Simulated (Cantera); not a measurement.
Charge: 1 mol Si, 1.7 mol HBr, equilibrated at 500 K and 1.90 Pa.

Equilibrium computed with Cantera from the NASA thermochemical tables; the gas is ideal and each condensed phase is pure. Candidate condensed phases: Br2, Si; 19 gas species. The numbers say what is thermodynamically allowed, not how fast it happens.

Base state: H2 0.666, SiBr4 0.333, SiHBr3 0.00116, HBr 0.000144 (mole fractions); condensed: Si(s).

**Question.** What changes in the equilibrium state with this change: temperature from 500 K to 650 K?

**Answer.** 
```tsv
species	before	after
H2	0.666	0.662
SiBr4	0.333	0.330
HBr	0.000144	0.00559
SiBr2	2.47e-9	1.25e-5
SiBr3	3.87e-8	1.63e-5
Si(s), mol	0.575	0.576
```
The tables' values for SiBr3 are old estimates; treat these amounts as uncertain.

**Question.** What changes in the equilibrium state with this change: temperature from 500 K to 1125 K?

**Answer.** 
| species | before | after |
|---|---|---|
| H2 | 0.666 | 0.363 |
| SiBr2 | 2.47e-9 | 0.328 |
| HBr | 0.000144 | 0.288 |
| SiBr4 | 0.333 | 0.0121 |
| Br | <1e-9 | 0.00323 |
| SiBr3 | 3.87e-8 | 0.00615 |
| SiHBr3 | 0.00116 | 0.000157 |
| Si(s), mol | 0.575 | 0.420 |
The tables' values for SiBr3 are old estimates; treat these amounts as uncertain.
